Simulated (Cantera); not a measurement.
Charge: 1 mol CuO, 1.3 mol F2, at 0.100 bar.

Cantera equilibrium calculation (NASA polynomials, part measured and part estimated; ideal gas, pure solids and liquids). Candidate condensed phases: Cu, CuF2, CuO, Cu2O; 13 gas species. Equilibrium is a limit: real reactors are often held back by kinetics, nucleation or transport. All values below are at 727 °C.

Base state: O2 0.575, F2 0.265, F 0.160, CuF2 0.000120, FO2 7.28e-5 (mole fractions); condensed: CuF2(s).

**Question.** What changes in the equilibrium state with this change: 0.074 mol H2O added?

**Answer.** 
| species | before | after |
|---|---|---|
| O2 | 0.575 | 0.552 |
| F2 | 0.265 | 0.169 |
| HF | 0 | 0.152 |
| F | 0.160 | 0.127 |
| CuF2 | 0.000120 | 0.000120 |
| FO2 | 7.28e-5 | 5.57e-5 |
| CuF2(s), mol | 1.000 | 1.000 |
Further candidate phases: Cu(OH)2, H2O.
